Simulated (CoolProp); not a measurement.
Water at 298.15 K and 1.86 MPa flows at 2.3 m/s in a round tube of 100 mm bore and 45 µm roughness, fully developed (64/Re and Nu = 3.66 if laminar; Colebrook and Gnielinski if turbulent). Each further row changes one setting.

Values from CoolProp's reference Helmholtz-energy equation of state, Wagner 2002.

| case | Reynolds number | Darcy friction factor | pressure drop (Pa/m) | heat-transfer coefficient (W/(m² K)) | mass flow (kg/h) |
|---|---|---|---|---|---|
| as stated | 258000 | 0.0181 | 479 | 8950 | 64900 |
| velocity 4.6 m/s | 516000 | 0.0173 | 1830 | 17400 | 130000 |
| diameter 200 mm | 516000 | 0.0156 | 206 | 8060 | 260000 |

Viscosity comes from a separate model (Huber 2009). Thermal conductivity comes from a separate model (Huber 2012).
